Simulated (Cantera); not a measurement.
Input: 1 mol SiCl4, 3.1 mol HCl, 11 mol H2, at 777 °C and 975 Torr.

Cantera equilibrium calculation (NASA polynomials, part measured and part estimated; ideal gas, pure solids and liquids). Candidate condensed phases: Si; 19 gas species. The tables' values for SiCl3 are old estimates; treat these amounts as uncertain. Equilibrium is a limit: real reactors are often held back by kinetics, nucleation or transport.

Base state: H2 0.726, HCl 0.208, SiCl4 0.0638, SiHCl3 0.00232, SiCl3 7.65e-5 (mole fractions); condensed: gas only.

### Question
What changes in the equilibrium state with this change: 1.5 mol O2 added?

### Answer
| species | before | after |
|---|---|---|
| H2 | 0.726 | 0.497 |
| HCl | 0.208 | 0.441 |
| H2O | 0 | 0.0621 |
| SiCl4 | 0.0638 | <1e-9 |
| SiHCl3 | 0.00232 | <1e-9 |
| SiCl3 | 7.65e-5 | <1e-9 |
| SiO2(β-quartz), mol | 0 | 1.00 |
Further candidate phases: H2O, SiO2.
